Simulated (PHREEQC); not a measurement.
**Geothermal or formation water: speciation**

Model water analysis in mg/kgw, 50 °C, pH 7.23, pe -1:

| constituent | mg/kgw |
|---|---|
| Na | 1580 |
| K | 215 |
| Ca | 321 |
| Mg | 201 |
| Cl | 2950 |
| S(6) as SO4 | 844 |
| Alkalinity as HCO3 | 3.9 |
| Fe(2) | 0.984 |
| Mn(2) | 18.9 |
| Sr | 1.85 |
| N(-3) as NH4 | 2.53 |

Cl is adjusted to close the charge balance.
Valence states are taken as typed.

Computed with PHREEQC (ion-association model, wateq4f.dat).

```json
{
 "ionic_strength": "0.120 mol/kgw"
}
```

```json
[
 {"species": "Cl-", "molality": "0.0900", "activity": "0.0667", "log γ": "-0.130"},
 {"species": "Na+", "molality": "0.0680", "activity": "0.0519", "log γ": "-0.118"},
 {"species": "Ca+2", "molality": "0.00697", "activity": "0.00247", "log γ": "-0.450"},
 {"species": "Mg+2", "molality": "0.00652", "activity": "0.00243", "log γ": "-0.430"},
 {"species": "K+", "molality": "0.00540", "activity": "0.00400", "log γ": "-0.130"},
 {"species": "SO4-2", "molality": "0.00518", "activity": "0.00174", "log γ": "-0.475"},
 {"species": "MgSO4", "molality": "0.00174", "activity": "0.00179", "log γ": "0.012"},
 {"species": "CaSO4", "molality": "0.00103", "activity": "0.00106", "log γ": "0.012"},
 {"species": "NaSO4-", "molality": "0.000680", "activity": "0.000523", "log γ": "-0.114"},
 {"species": "Mn+2", "molality": "0.000263", "activity": "9.60e-5", "log γ": "-0.438"},
 {"species": "NH4+", "molality": "0.000132", "activity": "0.000101", "log γ": "-0.118"},
 {"species": "KSO4-", "molality": "9.50e-5", "activity": "7.31e-5", "log γ": "-0.114"},
 {"species": "HCO3-", "molality": "4.85e-5", "activity": "3.73e-5", "log γ": "-0.114"}
]
```

This is a speciation only: nothing precipitates in the calculation. At this temperature some constants are extrapolated from 25 °C, and those without enthalpy data are left unchanged.
